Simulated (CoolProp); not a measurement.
Aqueous sodium chloride as a coolant, at -1 °C, 1 atm.

The numbers come from the Melinder's fits for secondary coolants in CoolProp.

```
mass %  freezing point (°C)  cp (kJ/(kg K))  viscosity (mPa s)  density (kg/m³)  Prandtl number
------  -------------------  --------------  -----------------  ---------------  --------------
6                      -3.7           3.861               1.98             1046            13.8
7.7                    -4.9           3.782               2.04             1059            13.9
9.4                    -6.1           3.710               2.11             1072            14.1
11.1                   -7.4           3.645               2.19             1086            14.4
12.8                   -8.9           3.586               2.28             1099            14.8
14.5                  -10.4           3.532               2.38             1113            15.2
16.2                  -12.1           3.482               2.49             1126            15.8
17.9                  -14.0           3.435               2.61             1140            16.4
19.6                  -16.0           3.392               2.75             1154            17.1
21.3                  -18.1           3.350               2.91             1168            17.9
```
